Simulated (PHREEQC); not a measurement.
0.55 g of hydrous ferric oxide (600 m²/g; 0.2 weak and 0.005 strong sites per Fe, Dzombak-Morel constants, diffuse double layer) in 1 kg of water with 0.005 mol/kgw of an inert sodium salt and 2.1e-05 mol MgCl2, 0.00065 mol PbCl2 and 1.8e-05 mol Ag2SO4, at 25 °C; the pH is set by adding NaOH or the inert anion's acid. Oxygen is held at 0.21 atm. The system is closed to CO2. Nothing may precipitate in this run.

Base run: PHREEQC, ion-association model, wateq4f.dat. Each further column changes one thing. The table gives Pb sorbed (%).

```json
[
 {"pH": "3", "base": "2.2", "no electrostatic term (-no_edl)": "2.3", "background salt from 0.005 to 0.0005 mol/kgw": "2.2", "oxide from 0.55 to 2.8 g/kgw": "10.3"},
 {"pH": "4.5", "base": "7.9", "no electrostatic term (-no_edl)": "11.9", "background salt from 0.005 to 0.0005 mol/kgw": "7.5", "oxide from 0.55 to 2.8 g/kgw": "35.3"},
 {"pH": "5.5", "base": "48.5", "no electrostatic term (-no_edl)": "84.1", "background salt from 0.005 to 0.0005 mol/kgw": "44.4", "oxide from 0.55 to 2.8 g/kgw": "91.2"},
 {"pH": "7", "base": "95.2", "no electrostatic term (-no_edl)": "100.0", "background salt from 0.005 to 0.0005 mol/kgw": "93.1", "oxide from 0.55 to 2.8 g/kgw": "100.0"},
 {"pH": "8.5", "base": "99.4", "no electrostatic term (-no_edl)": "100.0", "background salt from 0.005 to 0.0005 mol/kgw": "98.7", "oxide from 0.55 to 2.8 g/kgw": "100.0"},
 {"pH": "9.5", "base": "98.9", "no electrostatic term (-no_edl)": "100.0", "background salt from 0.005 to 0.0005 mol/kgw": "98.1", "oxide from 0.55 to 2.8 g/kgw": "100.0"},
 {"pH": "11", "base": "91.9", "no electrostatic term (-no_edl)": "85.6", "background salt from 0.005 to 0.0005 mol/kgw": "92.1", "oxide from 0.55 to 2.8 g/kgw": "100.0"}
]
```

In at least one series the solution becomes supersaturated in solids that the run did not let form, among them Pb(OH)2, Cerargyrite. The oxide is taken as insoluble; below pH 4 it would dissolve.
